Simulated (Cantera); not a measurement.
## Carbothermic reduction: Fe3O4 + CO + N2 + C

A closed system holds: 1 mol Fe3O4, 11 mol CO, 4.1 mol N2, 1 mol C, equilibrated at 0.00140 bar.

Method: chemical equilibrium by Gibbs-energy minimisation in Cantera with the NASA 1993 tables (ideal gas, pure condensed phases). Candidate condensed phases: C, Fe, Fe(CO)5, FeO, Fe2O3, Fe3O4; 27 gas species. Each liquid is taken as pure. Mutual solubility and eutectic melting of coexisting phases are not modelled. The tables' stoichiometric FeO is somewhat more stable than real wüstite, so its field is too wide. FeO: taken at fixed stoichiometry. Equilibrium is a limit: real reactors are often held back by kinetics, nucleation or transport.

| T (°C) | log p CO | log p N2 | log p Fe | log p CO2 | log p O | log p O2 | log p FeO | n Fe(γ) | n FeO(l) | n Fe(δ) | n Fe(l) |
|---|---|---|---|---|---|---|---|---|---|---|---|
| 1377 | -3.04 | -3.45 | -5.57 | -3.87 | -9.84 | -10.51 | -8.04 | 1.52 | 1.45 | 0 | 0 |
| 1452 | -3.04 | -3.45 | -5.03 | -3.92 | -9.15 | -9.83 | -7.39 | 0 | 1.60 | 1.29 | 0 |
| 1527 | -3.04 | -3.46 | -4.53 | -3.96 | -8.53 | -9.22 | -6.80 | 0 | 1.72 | 0.932 | 0 |
| 1602 | -3.05 | -3.47 | -4.09 | -4.01 | -7.93 | -8.63 | -6.27 | 0 | 1.79 | 0 | 0.217 |
| 1677 | -3.09 | -3.49 | -3.88 | -3.88 | -7.20 | -7.70 | -5.77 | 0 | 1.29 | 0 | 0 |
| 1752 | -3.15 | -3.51 | -3.73 | -3.73 | -6.47 | -6.75 | -5.32 | 0 | 0.450 | 0 | 0 |
| 1827 | -3.17 | -3.52 | -3.67 | -3.68 | -5.90 | -6.08 | -5.09 | 0 | 0 | 0 | 0 |
| 1902 | -3.17 | -3.52 | -3.68 | -3.70 | -5.46 | -5.64 | -5.02 | 0 | 0 | 0 | 0 |
| 1977 | -3.17 | -3.53 | -3.68 | -3.73 | -5.07 | -5.28 | -4.98 | 0 | 0 | 0 | 0 |
| 2052 | -3.16 | -3.53 | -3.69 | -3.79 | -4.74 | -4.99 | -4.97 | 0 | 0 | 0 | 0 |
| 2127 | -3.15 | -3.54 | -3.69 | -3.88 | -4.46 | -4.81 | -5.01 | 0 | 0 | 0 | 0 |
log p: log10 of the partial pressure in bar; n: condensed amount in mol.

At 1377 °C the condensed part is Fe(γ) + FeO(l). From 1452 °C to 1527 °C the condensed part is Fe(δ) + FeO(l). At 1602 °C the condensed part is Fe(l) + FeO(l). From 1677 °C to 1752 °C the condensed part is FeO(l). From 1827 °C to 2127 °C nothing is condensed. The main Fe-bearing gas is Fe throughout.
